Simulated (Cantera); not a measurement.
**B₂H₆ + O₂ + N₂ (boron, boron nitride and boron oxide)**

A closed system holds: 1 mol B₂H₆, a varied amount of O₂, 42 mol N₂, equilibrated at 1925 K and 23000 Pa.

Method: chemical equilibrium by Gibbs-energy minimisation in Cantera with the NASA 1993 tables (ideal gas, pure condensed phases). Candidate condensed phases: B, BN, B₂O₃, B₃O₃H₃, H₂O; 39 gas species. The feed counts by its element totals alone. The numbers say what is thermodynamically allowed, not how fast it happens.

| n(O₂) (mol) | x N₂ | x H₂ | x HBO₂ | x H₂O | x B₂O₃ | x HBO | n BN(s) |
|---|---|---|---|---|---|---|---|
| 0.39 | 0.925 | 0.0638 | 0.00140 | 7.86e-5 | 0.00231 | 0.00482 | 1.39 |
| 0.71 | 0.921 | 0.0619 | 0.00238 | 1.00e-4 | 0.00524 | 0.00625 | 0.928 |
| 1 | 0.917 | 0.0604 | 0.00315 | 0.000113 | 0.00810 | 0.00714 | 0.517 |
| 1.4 | 0.912 | 0.0588 | 0.00467 | 0.000160 | 0.0125 | 0.00726 | 0 |
| 1.7 | 0.913 | 0.0540 | 0.0161 | 0.00193 | 0.0124 | 0.00191 | 0 |
| 2 | 0.913 | 0.0426 | 0.0270 | 0.00856 | 0.00787 | 0.000570 | 0 |
| 2.3 | 0.913 | 0.0300 | 0.0326 | 0.0186 | 0.00528 | 0.000223 | 0 |
| 2.7 | 0.913 | 0.0129 | 0.0362 | 0.0340 | 0.00356 | 5.84e-5 | 0 |
x: gas mole fraction; n: condensed amount in mol.

From 0.39 mol O₂ to 1 mol O₂ the condensed part is BN(s). From 1.4 mol O₂ to 2.7 mol O₂ nothing is condensed. The main B-bearing gas is HBO at 0.39 mol O₂ and HBO₂ at 2.7 mol O₂.
